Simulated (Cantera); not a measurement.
Fluorocarbon and chlorocarbon gases: CH2F2 + HCl + H2 + CH4

Charge: 1 mol CH2F2, 1.3 mol HCl, 0.55 mol H2, 0.11 mol CH4, held at 61.0 mbar.

These are equilibrium values from Cantera (NASA tables, ideal gas, pure condensed phases), not measurements of a reactor. Candidate condensed phases: C, C6H6, C7H8, C8H18; 118 gas species. Equilibrium is a limit: real reactors are often held back by kinetics, nucleation or transport.

| T (K) | x HF | x HCl | x H2 | x Cl | x H | n C(graphite) |
|---|---|---|---|---|---|---|
| 1575 | 0.491 | 0.319 | 0.189 | 9.81e-5 | 7.32e-5 | 1.11 |
| 1675 | 0.491 | 0.319 | 0.189 | 0.000269 | 0.000204 | 1.11 |
| 1775 | 0.491 | 0.319 | 0.189 | 0.000660 | 0.000510 | 1.11 |
| 1875 | 0.491 | 0.318 | 0.189 | 0.00147 | 0.00115 | 1.11 |
| 1975 | 0.490 | 0.316 | 0.189 | 0.00301 | 0.00241 | 1.11 |
| 2075 | 0.489 | 0.312 | 0.188 | 0.00572 | 0.00468 | 1.11 |
| 2175 | 0.487 | 0.306 | 0.188 | 0.0102 | 0.00857 | 1.11 |
| 2275 | 0.484 | 0.297 | 0.187 | 0.0171 | 0.0148 | 1.10 |
| 2375 | 0.479 | 0.284 | 0.184 | 0.0270 | 0.0245 | 1.10 |
x: gas mole fraction; n: condensed amount in mol.

From 1575 K to 2375 K the condensed part is C(graphite). The main C-bearing gas is C2H2 (acetylene) throughout.
